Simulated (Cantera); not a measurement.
Feed: 1 mol Ni, 0.045 mol H2S, 1.3 mol H2, at 898.15 K and 1100000 Pa.

These are equilibrium values from Cantera (NASA tables, ideal gas, pure condensed phases), not measurements of a reactor. Candidate condensed phases: Ni, NiS, NiS2, Ni3S2, Ni3S4, S; 9 gas species. Rates play no part.

Base state: H2 0.998, H2S 0.00170 (mole fractions); condensed: Ni(s) + Ni3S2(s).

What changes in the equilibrium state with this change: temperature from 898.15 K to 1373 K?


```json
[
 {"species": "H2", "before": "0.998", "after": "0.990"},
 {"species": "H2S", "before": "0.00170", "after": "0.0101"},
 {"species": "Ni(s), mol", "before": "0.936", "after": "0.953"},
 {"species": "Ni3S2(s), mol", "before": "0.0214", "after": "0"},
 {"species": "Ni3S2(l), mol", "before": "0", "after": "0.0157"}
]
```
Metal and sulfide melt together well below either melting point, which pure phases cannot show. Mutual solubility and eutectic melting of coexisting phases are not modelled.
